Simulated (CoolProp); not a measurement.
Vapour-liquid equilibrium of sulfur hexafluoride (1) + CH2F2 (R32) (2) at 1430 kPa; x and y are mole fractions of (1).

Values from CoolProp's multi-fluid Helmholtz-energy mixture model, Guder 2009 and Tillner-Roth 1997; pair parameters Bell 2016.

**Question.** Give the bubble temperature and the first vapour's composition at x = 0.05, 0.35, 0.65. Is there an azeotrope?

**Answer.** x = 0.05: 283.6 K, y = 0.210; x = 0.35: 268.8 K, y = 0.546; x = 0.65: 267.7 K, y = 0.625. y crosses x between x = 0.5 and 0.65: the model has an azeotrope there.

The pair parameters rest on a limited set of measurements; away from them the model extrapolates. With so large a gap from Raoult's law the liquid may split in two, which this calculation doesn't test in full.
